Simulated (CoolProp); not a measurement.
A closed Brayton cycle with carbon dioxide: compressor inlet 305.15 K and 8.1 MPa, high pressure 27.6 MPa, turbine inlet 880 K, compressor efficiency 0.85, turbine efficiency 0.85, recuperator effectiveness 0 (on enthalpy, no pinch check). Each further row changes one setting.

Computed with CoolProp (reference Helmholtz-energy equation of state, Span 1996).

| case | thermal efficiency (%) | net work (kJ/kg) | compressor to turbine work | compressor exit (K) | turbine exit (K) |
|---|---|---|---|---|---|
| as stated | 16.6 | 129 | 0.19 | 339.6 | 737.1 |
| turbine inlet 830 K | 16.6 | 119 | 0.21 | 339.6 | ? |
| compressor inlet 315.15 K | 16.2 | ? | 0.35 | ? | 737.1 |
| high pressure 23.5 MPa | 14.8 | 116 | ? | ? | 755.1 |
| recuperator effectiveness 0.5 | 23.9 | 129 | 0.19 | 339.6 | 737.1 |

**Question.** Fill in the missing entries.

**Answer.** 
- turbine inlet 830 K, turbine exit (K): 691.9
- compressor inlet 315.15 K, net work (kJ/kg): 103
- compressor inlet 315.15 K, compressor exit (K): 407.0
- high pressure 23.5 MPa, compressor to turbine work: 0.18
- high pressure 23.5 MPa, compressor exit (K): 334.1
